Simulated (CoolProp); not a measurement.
Computed with CoolProp (reference Helmholtz-energy equation of state, Zhou 2011).

**Question.** Give the vapour pressure (MPa), liquid density (kg/m³), vapour density (kg/m³), surface tension (mN/m) of saturated dimethyl carbonate at 350.7 K.

**Answer.** 
```csv
T (K),p (MPa),liquid density (kg/m³),vapour density (kg/m³),surface tension (mN/m)
350.7,0.0668,992,2.11,20.7
```

Surface tension comes from a separate correlation (Mulero 2014).
